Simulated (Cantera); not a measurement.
Mixture: 7.27 % CH4, 6.18 % H2, 18.2 % O2, 68.4 % N2, equivalence ratio 0.97, at 750 Torr, adiabatic and at constant pressure. Ignition delay is the time to a rise of 400 K.

Model: GRI-Mech 3.0 (53 species, 325 reactions), integrated in Cantera. Below about 1000 K GRI-Mech 3.0 lacks low-temperature oxidation paths.

Problem. Predict: delay at 975 K; delay at 1025 K; delay at 1075 K; delay at 1125 K; delay at 1175 K; delay at 1225 K; apparent activation energy between 1125 and 1225 K.

Solution. 
- delay at 975 K: 13.9 ms
- delay at 1025 K: 6.35 ms
- delay at 1075 K: 3.59 ms
- delay at 1125 K: 2.19 ms
- delay at 1175 K: 1.39 ms
- delay at 1225 K: 0.910 ms
- apparent activation energy between 1125 and 1225 K: 100 kJ/mol
